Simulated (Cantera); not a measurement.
Cantera run:

```python
import numpy as np
import cantera as ct

gas_names = """
    N NO NO2 NO3 N2 N2O O O2 O3 Si SiN SiO SiO2 Si2 Si2N Si3
""".split()
cond_names = """
    Si(cr) Si(L) SiO2(Lqz) SiO2(hqz) SiO2(L) Si2N2O(s) Si3N4(a)
""".split()


# ... load() reads the species with a 1 bar reference pressure and builds the phases ...
atoms = {
    'Si': {'Si': 1},
    'O2': {'O': 2},
    'N2': {'N': 2},
}
top_T = {'Si2N2O(s)': 2100, 'Si3N4(a)': 2400}  # K; cautious upper limits of use, not melting points


# ... equilibrate(T, P, feed) seeds the gas with the atoms and calls Mixture.equilibrate('TP', solver="vcs", rtol=1e-11, max_steps=5000) ...
results = []
feed = {'Si': 1, 'O2': 0.68, 'N2': 400}  # mol
T = 1148  # K
P = 1333.22  # Pa
mix = equilibrate(T, P, feed)
results.append((T, P, feed, dict(zip(mix.species_names, mix.species_moles))))
x = sorted(zip(gas.X, gas.species_names), reverse=True)
print(f"T = {T:g} K  P = {P:g} Pa  gas = {mix.phase_moles(0):.4g} mol")
print("   x: " + "  ".join(f"{s} {v:.3e}" for v, s in x if v > 1e-06))
print("   condensed (mol): " + ("  ".join(f"{mix.phase(i).name} {mix.phase_moles(i):.4g}"
      for i in range(1, mix.n_phases) if mix.phase_moles(i) > 1e-12) or "none"))
```

It prints:

```
T = 1148 K  P = 1333.22 Pa  gas = 399.8 mol
   x: N2 1.000e+00
   condensed (mol): SiO2(hqz) 0.5733  Si2N2O(s) 0.2133
```

Equilibrium computed with Cantera from the NASA thermochemical tables; the gas is ideal and each condensed phase is pure. N2 is the only nitrogen source here; it is nearly inert below about 1500 K, so the nitride shown seldom forms there in practice. Mutual solubility and eutectic melting of coexisting phases are not modelled. The tables hold silica as quartz up to 1696 K and as liquid above; real silica turns to tridymite and cristobalite and melts near 1996 K.
